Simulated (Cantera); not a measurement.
Feed: 1 mol borazine, 9.6 mol O2, 1.1 mol H2O, held at 72.0 mbar.

These are equilibrium values from Cantera (NASA tables, ideal gas, pure condensed phases), not measurements of a reactor. Candidate condensed phases: B, BN, B2O3, B3O3H3, H2O; 39 gas species. The feed counts by its element totals alone. Gases not in the tables: H3BO3. Equilibrium is a limit: real reactors are often held back by kinetics, nucleation or transport.

log p: log10 of the partial pressure in bar; n: condensed amount in mol.

```tsv
T (°C)	log p O2	log p H2O	log p HBO2	log p N2	log p B2O3	log p OH	log p BO2	n B2O3(l)
1100	-1.44	-1.60	-2.95	-2.03	-5.90	-5.12	-6.38	1.40
1200	-1.44	-1.62	[?]	-2.04	[?]	[?]	[?]	[?]
1300	-1.46	-1.67	-2.18	-2.05	-4.05	-4.37	-4.80	0.935
1400	-1.48	-1.77	-1.91	-2.07	-3.29	-4.10	-4.16	0.315
1500	-1.49	-1.81	-1.84	-2.08	-3.02	-3.84	-3.78	0
1600	-1.49	-1.81	-1.85	-2.09	-2.96	[?]	[?]	0
1700	-1.50	-1.81	-1.86	-2.09	-2.92	-3.35	-3.33	0
1800	-1.50	-1.81	-1.88	-2.09	-2.88	-3.15	-3.14	0
1900	-1.51	-1.81	-1.90	-2.10	-2.86	-2.96	-2.97	0
```

Q: Some entries are withheld; supply them.

A: 
- 1600, log p OH: -3.59
- 1600, log p BO2: -3.54
- 1200, log p HBO2: -2.53
- 1200, log p B2O3: -4.91
- 1200, log p OH: -4.71
- 1200, log p BO2: -5.53
- 1200, n B2O3(l): 1.26
